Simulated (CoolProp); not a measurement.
Vapour-liquid equilibrium of acetone (1) + dimethyl carbonate (2) at 164.85 °C; x and y are mole fractions of (1).

Computed with CoolProp (multi-fluid Helmholtz-energy mixture model, Lemmon 2006 and Zhou 2011; pair parameters Bell 2016).

### Question
Give the bubble pressure and the first vapour's composition at x = 0.35, 0.5, 0.65. Is there an azeotrope?

### Answer
x = 0.35: 973.3 kPa, y = 0.502; x = 0.5: 1090 kPa, y = 0.644; x = 0.65: 1210 kPa, y = 0.766. No azeotrope shows between x = 0.05 and 0.95.

Pair parameters are fitted to limited data, so mixtures are less certain than the pure fluids.
